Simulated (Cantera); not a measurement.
A perfectly stirred reactor is fed with H₂ : O₂ = 0.09 : 1 (molar parts), at 20.0 Torr; it is held at 1273 K, and followed from long to short residence time.

Model: GRI-Mech 3.0 (53 species, 325 reactions), integrated in Cantera. Radical loss at walls, strong at low pressure, is not modelled. The temperature is held fixed by assumption; the heat of reaction is taken as removed at once.

Question: What does this change do: pressure from 20.0 Torr to 0.900 Torr?

Answer: 
```
quantity                 before    after
---------------------  --------  -------
x(H₂) at τ = 1.30 s    0.000127  0.00179
x(O₂) at τ = 1.30 s       0.912    0.869
x(H₂O) at τ = 1.30 s     0.0853   0.0730
x(HO₂) at τ = 1.30 s    2.02e-6  3.61e-7
x(OH) at τ = 1.30 s     0.00119  0.00590
x(H₂) at τ = 74.0 ms   0.000723  0.00400
x(O₂) at τ = 74.0 ms      0.904    0.858
x(H₂O) at τ = 74.0 ms    0.0827   0.0663
x(HO₂) at τ = 74.0 ms   5.34e-6  3.77e-7
x(OH) at τ = 74.0 ms    0.00300  0.00725
```

Question: What does this change do: pressure from 20.0 Torr to 3.68 Torr?

Answer: 
```
quantity                 before     after
---------------------  --------  --------
x(H₂) at τ = 1.30 s    0.000127  0.000623
x(O₂) at τ = 1.30 s       0.912     0.900
x(H₂O) at τ = 1.30 s     0.0853    0.0821
x(HO₂) at τ = 1.30 s    2.02e-6   1.10e-6
x(OH) at τ = 1.30 s     0.00119   0.00343
x(H₂) at τ = 74.0 ms   0.000723   0.00225
x(O₂) at τ = 74.0 ms      0.904     0.869
x(H₂O) at τ = 74.0 ms    0.0827    0.0723
x(HO₂) at τ = 74.0 ms   5.34e-6   1.49e-6
x(OH) at τ = 74.0 ms    0.00300   0.00611
```

Question: What does this change do: temperature 1273 to 1100 K?

Answer: 
| quantity | before | after |
|---|---|---|
| x(H₂) at τ = 1.30 s | 0.000127 | 0.000234 |
| x(O₂) at τ = 1.30 s | 0.912 | 0.913 |
| x(H₂O) at τ = 1.30 s | 0.0853 | 0.0855 |
| x(HO₂) at τ = 1.30 s | 2.02e-6 | 3.65e-6 |
| x(OH) at τ = 1.30 s | 0.00119 | 0.000518 |
| x(H₂) at τ = 74.0 ms | 0.000723 | 0.00125 |
| x(O₂) at τ = 74.0 ms | 0.904 | 0.909 |
| x(H₂O) at τ = 74.0 ms | 0.0827 | 0.0834 |
| x(HO₂) at τ = 74.0 ms | 5.34e-6 | 9.00e-6 |
| x(OH) at τ = 74.0 ms | 0.00300 | 0.00143 |
